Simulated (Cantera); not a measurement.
A perfectly stirred reactor is fed with H₂ : O₂ = 0.028 : 1 (molar parts), equivalence ratio 0.014, at 0.0263 atm; it is held at 1075 K, and followed from long to short residence time.

Detailed kinetics in Cantera: GRI-Mech 3.0 (53 species, 325 reactions). Radical loss at walls, strong at low pressure, is not modelled.

x: mole fraction; the columns are a selection and need not sum to one.

| τ (s) | x H₂ | x O₂ | x H | x HO₂ | x OH |
|---|---|---|---|---|---|
| 1.4 | 0.000122 | 0.972 | 2.17e-5 | 1.70e-6 | 0.000247 |
| 0.64 | 0.000190 | 0.971 | 4.66e-5 | 2.28e-6 | 0.000327 |
| 0.30 | 0.000290 | 0.971 | 9.66e-5 | 2.96e-6 | 0.000431 |
| 0.14 | [?] | 0.970 | [?] | [?] | [?] |
| 0.068 | 0.000666 | 0.968 | 0.000380 | 4.67e-6 | 0.000748 |
| 0.032 | 0.00103 | 0.967 | 0.000723 | 5.65e-6 | 0.000989 |
| 0.015 | 0.00161 | 0.965 | 0.00129 | 6.63e-6 | 0.00130 |
| 0.0073 | 0.00252 | 0.963 | 0.00207 | 7.46e-6 | 0.00165 |
| 0.0035 | 0.00406 | 0.961 | 0.00295 | 8.08e-6 | 0.00204 |
| 0.0016 | 0.00688 | 0.960 | 0.00359 | 8.39e-6 | 0.00239 |
| 0.00078 | [?] | 0.962 | 0.00339 | 8.22e-6 | 0.00247 |

Question: Some entries are withheld; supply them.

Answer: 
- 0.14, x H₂: 0.000444
- 0.14, x H: 0.000198
- 0.14, x HO₂: 3.78e-6
- 0.14, x OH: 0.000572
- 0.00078, x H₂: 0.0112
